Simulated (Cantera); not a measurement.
A perfectly stirred reactor is fed with C2H4 : O2 : N2 : H2O = 1 : 7.14 : 26.9 : 2.7 (molar parts), at 10.0 bar; it is adiabatic with a 550 K inlet, and is followed from long to short residence time, starting on the burning branch (τ in s: 0.081, 0.037, 0.017, 0.0074, 0.0034, 0.0015, 0.00068, 0.00031, 0.00014, 6.2e-05).

Computed with Cantera and GRI-Mech 3.0 (53 species, 325 reactions). GRI-Mech 3.0 was tuned for natural gas; its chemistry of ethylene as a main component is partial and can be far from experiment.

One state of this run: T (K) = 1531; x C2H4 = 5.24e-5; x O2 = 0.110; x CO = 0.00120; x C2H6 = 1.09e-9; x H = 1.20e-6; x N2O = 2.10e-6; x CH3 = 7.93e-7. x: mole fraction; the columns are a selection and need not sum to one.

Question: Which value of τ (s) does it belong to?
A. 0.0034
B. 0.081
C. 0.0074
D. 6.2e-5

Answer: C, 0.0074
